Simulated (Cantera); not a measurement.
Input (Python, Cantera) and output of one run.

```python
import numpy as np
import cantera as ct

gas_names = [...]  # 110 gases of nasa_gas.yaml made of C, H, O
cond_names = """
    C(gr) C6H6(L) C7H8(L) C8H18(L),n-octa H2O(s) H2O(L)
""".split()


# ... load() reads the species with a 1 bar reference pressure and builds the phases ...
atoms = {
    'C2H4': {'C': 2, 'H': 4},
    'H2': {'H': 2},
    'H2O': {'H': 2, 'O': 1},
}
top_T = {'C(gr)': 4500}  # K; cautious upper limits of use, not melting points


# ... equilibrate(T, P, feed) seeds the gas with the atoms and calls Mixture.equilibrate('TP', solver="vcs", rtol=1e-11, max_steps=5000) ...
results = []
feed = {'C2H4': 1, 'H2': 1.1, 'H2O': 0.49}  # mol
P = 53  # Pa
for T in [1498, 1548, 1598, 1648, 1698, 1748, 1798, 1848, 1898, 1948, 1998, 2048, 2098, 2148]:
    mix = equilibrate(T, P, feed)
    results.append((T, P, feed, dict(zip(mix.species_names, mix.species_moles))))

top = {s: max(r[3][s] / sum(r[3][g] for g in gas_names) for r in results) for s in gas_names}
cols = sorted((s for s in top if top[s] > 0.0001), key=lambda s: -top[s])[:6]
seen = [c for c in cond_names if any(r[3].get(c, 0) > 1e-12 for r in results)]
print("log10 of partial pressures in bar; condensed amounts in mol")
print(f"{'T/K':>10s}" + "".join(f"{s[:9]:>10s}" for s in cols + seen))
for T, P, feed, n in results:
    ng = sum(n[g] for g in gas_names)
    print(f"{T:10.4g}" + "".join(f"{np.log10(max(n[s] / ng * P / 1e5, 1e-99)):10.3f}" for s in cols)
          + "".join(f"{n.get(c, 0):10.4g}" for c in seen))
```

Output:

```
log10 of partial pressures in bar; condensed amounts in mol
       T/K        H2         H        CO C2H2,acet     C(gr)
      1498    -3.332    -6.431    -4.196    -8.387      1.51
      1548    -3.332    -6.177    -4.196    -8.136      1.51
      1598    -3.332    -5.940    -4.197    -7.902      1.51
      1648    -3.333    -5.717    -4.197    -7.682      1.51
      1698    -3.334    -5.507    -4.197    -7.476     1.509
      1748    -3.336    -5.309    -4.198    -7.283     1.509
      1798    -3.338    -5.122    -4.199    -7.101     1.509
      1848    -3.341    -4.946    -4.201    -6.931     1.508
      1898    -3.346    -4.780    -4.203    -6.771     1.507
      1948    -3.353    -4.623    -4.206    -6.621     1.506
      1998    -3.362    -4.476    -4.210    -6.482     1.505
      2048    -3.374    -4.337    -4.215    -6.354     1.503
      2098    -3.390    -4.207    -4.222    -6.235       1.5
      2148    -3.411    -4.085    -4.231    -6.129     1.497
```

Cantera equilibrium calculation (NASA polynomials, part measured and part estimated; ideal gas, pure solids and liquids).
